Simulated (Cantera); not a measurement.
What does this Cantera script print?

```python
import numpy as np
import cantera as ct

gas_names = [...]  # 136 gases of nasa_gas.yaml made of C, H, N, O
cond_names = """
    C(gr) C6H6(L) C7H8(L) C8H18(L),n-octa H2O(s) H2O(L)
""".split()


# ... load() reads the species with a 1 bar reference pressure and builds the phases ...
atoms = {
    'CO': {'C': 1, 'O': 1},
    'H2O': {'H': 2, 'O': 1},
    'N2': {'N': 2},
}
top_T = {'C(gr)': 4500}  # K; cautious upper limits of use, not melting points


# ... equilibrate(T, P, feed) seeds the gas with the atoms and calls Mixture.equilibrate('TP', solver="vcs", rtol=1e-11, max_steps=5000) ...
results = []
feed = {'CO': 1, 'H2O': 3, 'N2': 3.4}  # mol
P = 10000  # Pa
for T in [2123, 2173, 2223, 2273, 2323, 2373, 2423, 2473, 2523, 2573, 2623]:
    mix = equilibrate(T, P, feed)
    results.append((T, P, feed, dict(zip(mix.species_names, mix.species_moles))))

top = {s: max(r[3][s] / sum(r[3][g] for g in gas_names) for r in results) for s in gas_names}
cols = sorted((s for s in top if top[s] > 0.0001), key=lambda s: -top[s])[:7]
seen = [c for c in cond_names if any(r[3].get(c, 0) > 1e-12 for r in results)]
print("log10 of partial pressures in bar; condensed amounts in mol")
print(f"{'T/K':>10s}" + "".join(f"{s[:9]:>10s}" for s in cols + seen))
for T, P, feed, n in results:
    ng = sum(n[g] for g in gas_names)
    print(f"{T:10.4g}" + "".join(f"{np.log10(max(n[s] / ng * P / 1e5, 1e-99)):10.3f}" for s in cols)
          + "".join(f"{n.get(c, 0):10.4g}" for c in seen))
```

It prints:

```
log10 of partial pressures in bar; condensed amounts in mol
       T/K        N2       H2O        CO        H2       CO2         H        OH
      2123    -1.339    -1.475    -2.170    -2.173    -2.173    -3.532    -3.741
      2173    -1.340    -1.476    -2.165    -2.177    -2.179    -3.405    -3.577
      2223    -1.340    -1.478    -2.160    -2.180    -2.186    -3.284    -3.421
      2273    -1.341    -1.481    -2.154    -2.182    -2.195    -3.167    -3.275
      2323    -1.343    -1.485    -2.146    -2.181    -2.205    -3.053    -3.137
      2373    -1.345    -1.492    -2.138    -2.176    -2.219    -2.943    -3.009
      2423    -1.348    -1.501    -2.128    -2.168    -2.237    -2.835    -2.891
      2473    -1.351    -1.513    -2.116    -2.156    -2.260    -2.730    -2.784
      2523    -1.355    -1.528    -2.103    -2.140    -2.288    -2.626    -2.686
      2573    -1.360    -1.547    -2.090    -2.121    -2.322    -2.525    -2.599
      2623    -1.366    -1.571    -2.077    -2.101    -2.362    -2.426    -2.521
```

Method: chemical equilibrium by Gibbs-energy minimisation in Cantera with the NASA 1993 tables (ideal gas, pure condensed phases).
